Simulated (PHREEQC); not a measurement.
## Metal-bearing waste water with leach liquor

Solution A (0.0031 mol MnSO4, 0.0052 mol ZnCl2, 0.0033 mol HCl and 0.05 mol Na2SO4 per kg of water) is mixed with solution B (0.0056 mol HCl, 0.00061 mol Li2SO4 and 0.0013 mol Fe2(SO4)3 per kg of water) at 25 °C; shares are by mass of water, 1 kg in all. No oxygen is let in. No CO2 enters from the air. Only these solids could form: Fe(OH)3(a), Pyrochroite, Zincite(c), Zn4(OH)6SO4, Zn5(OH)8Cl2, Jarosite-Na, Halite, Mirabilite, Goslarite.

The series has 21 steps of share of solution B, from 0 to 1.

All values are PHREEQC results (ion-association model, wateq4f.dat), not measurements.

Task: Which solids form, in which order, and at which step of the series does each first stand?

Result: Jarosite-Na from share of solution B = 0.15 (pH 2.87), last present at share of solution B = 0.85.
